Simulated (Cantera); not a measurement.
What does this Cantera script print?

```python
import numpy as np
import cantera as ct

gas_names = """
    H H2 N NH NH2 NH3 N2 N2H2 N2H4
""".split()
cond_names = """

""".split()


# ... load() reads the species with a 1 bar reference pressure and builds the phases ...
atoms = {
    'NH3': {'N': 1, 'H': 3},
    'H2': {'H': 2},
    'N2': {'N': 2},
}
top_T = {}  # K; cautious upper limits of use, not melting points


# ... equilibrate(T, P, feed) seeds the gas with the atoms and calls Mixture.equilibrate('TP', solver="vcs", rtol=1e-11, max_steps=5000) ...
results = []
feed = {'NH3': 1, 'H2': 5, 'N2': 14}  # mol
T = 3375  # K
P = 133.322  # Pa
mix = equilibrate(T, P, feed)
results.append((T, P, feed, dict(zip(mix.species_names, mix.species_moles))))
print(gas.report(threshold=1e-06))
for i in range(1, mix.n_phases):
    print(f"{mix.phase(i).name:16s} {mix.phase_moles(i):12.5e} mol")
```

Output:

```
       temperature   3375 K
          pressure   133.32 Pa
           density   7.2466e-05 kg/m^3
  mean mol. weight   15.253 kg/kmol
   phase of matter   gas

                          1 kg             1 kmol
                     ---------------   ---------------
          enthalpy         1.246e+07        1.9005e+08  J
   internal energy         1.062e+07        1.6198e+08  J
           entropy             18499        2.8216e+05  J/K
    Gibbs function       -4.9974e+07       -7.6223e+08  J
 heat capacity c_p            1932.5             29475  J/K
 heat capacity c_v            1387.3             21161  J/K

                      mass frac. Y      mole frac. X     chem. pot. / RT
                     ---------------   ---------------   ---------------
                 H          0.031051           0.46985           -17.191
                H2        0.00020069         0.0015184           -34.383
                 N         0.0021842         0.0023785           -18.043
                N2           0.96656           0.52626           -36.086
     [   +5 minor]        9.2968e-07        9.4436e-07
```

These are equilibrium values from Cantera (NASA tables, ideal gas, pure condensed phases), not measurements of a reactor.
